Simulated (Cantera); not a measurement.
A freely propagating, adiabatic, planar premixed flame of H2 : O2 : N2 = 1 : 0.179 : 0.536 (molar parts), equivalence ratio 2.8, unburnt at 675 K and 9.87 atm; mixture-averaged transport, grid criteria slope 0.08 and curve 0.16, no radiation.

Cantera simulation using the H2/O2 subset of GRI-Mech 3.0, which has no nitrogen chemistry; the numbers are that mechanism's predictions, not measurements. The hydrogen kinetics of GRI-Mech 3.0 are dated; newer H2 mechanisms differ, most at raised pressure. Burning velocities carry a grid error of a few per cent, more on coarse grids.

x: mole fraction of selected species; z is measured from the peak of heat release.

```
z (mm)    T (K)  u (m/s)   x H2      x O2   x H2O2  x HO2      x OH       x O
--------  -----  -------  -----  --------  -------  -----  --------  --------
-0.0811     675     10.8  0.583     0.104    <1e-8  <1e-8     <1e-8     <1e-8
-0.0541     675     10.8  0.583     0.104    <1e-8    ___     <1e-8     <1e-8
-0.0405     675     10.8  0.583     0.104    <1e-8    ___     <1e-8     <1e-8
-0.0270     677     10.8  0.583     0.105  8.24e-8    ___     <1e-8   2.92e-8
-0.0135     756     11.8  0.572     0.105  2.16e-5    ___   7.23e-5   1.65e-5
-0.00676   1039     15.7  0.538    0.0958  6.23e-5    ___  0.000661  0.000234
0          1420     21.0  0.480    0.0672  2.38e-5    ___   0.00141  0.000962
0.00676    1692     24.9  0.427    0.0326  4.77e-6    ___   0.00213   0.00111
0.0135     1836     26.9  0.400    0.0125  2.35e-6    ___   0.00231  0.000671
0.0270     1957     28.6  0.391   0.00194  7.47e-7    ___   0.00226  0.000245
0.0541     2050     29.7  0.395  0.000130  2.25e-7    ___   0.00194  0.000112
0.108      2126     30.7  0.403   1.55e-5  9.72e-8    ___   0.00144   5.15e-5
0.216      2182     31.3  0.408   5.46e-6  4.16e-8    ___  0.000940   1.98e-5
```

Q: Some entries are withheld; supply them.

A: 
- -0.0541, x HO2: 1.63e-8
- -0.0405, x HO2: 1.76e-7
- -0.0270, x HO2: 6.85e-6
- -0.0135, x HO2: 0.000827
- -0.00676, x HO2: 0.000908
- 0, x HO2: 0.000460
- 0.00676, x HO2: 0.000206
- 0.0135, x HO2: 7.70e-5
- 0.0270, x HO2: 1.13e-5
- 0.0541, x HO2: 7.99e-7
- 0.108, x HO2: 1.50e-7
- 0.216, x HO2: 5.50e-8
